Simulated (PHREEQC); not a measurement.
A column of 0.2 m (30 cells, dispersivity 0.01 m, 720 s a shift, diffusion coefficient 3e-10 m²/s) holds 0.0011 eq of the database's cation exchanger X per kg of pore water, first in equilibrium with 0.0019 mol CdCl2 and 1e-05 mol HCl per kg of water. It is flushed with 0.00039 mol/kgw MgSO4 and 1e-05 mol/kgw HCl, at 15 °C. Values are for the last cell. The system is closed to CO2. Nothing may precipitate in this run.

Computed with PHREEQC (ion-association model, phreeqc.dat).

### Question
Predict Mg in solution (mol/kgw) at pore volumes = 0.35, 0.5167, 1.183, 3.517, 5.017.

### Answer
```json
[
 {"pore volumes": "0.35", "Mg in solution (mol/kgw)": "8.16e-9"},
 {"pore volumes": "0.5167", "Mg in solution (mol/kgw)": "1.36e-6"},
 {"pore volumes": "1.183", "Mg in solution (mol/kgw)": "7.33e-5"},
 {"pore volumes": "3.517", "Mg in solution (mol/kgw)": "0.000322"},
 {"pore volumes": "5.017", "Mg in solution (mol/kgw)": "0.000373"}
]
```
